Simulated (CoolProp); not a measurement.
Saturation properties of CHF3 (R23).

Computed with CoolProp (reference Helmholtz-energy equation of state, Penoncello 2003).

```tsv
T (°C)	p (MPa)	liquid density (kg/m³)	vapour density (kg/m³)	liquid cp (kJ/(kg K))
-41.05	0.6794	1275	28.83	1.365
-36.15	0.8130	1251	34.51	1.392
-31.25	0.9653	1227	41.10	1.423
-26.35	1.138	1201	48.76	1.460
-21.45	1.333	1175	57.65	1.502
-16.55	1.552	1147	68.01	1.554
-11.65	1.797	1116	80.13	1.618
-6.75	2.069	1084	94.40	1.698
-1.85	2.372	1049	111.4	1.804
3.05	2.707	1011	131.9	1.951
7.95	3.078	967.0	157.3	2.171
12.85	3.487	916.1	189.9	2.543
```

It boils at -82.0 °C under 1 atm.
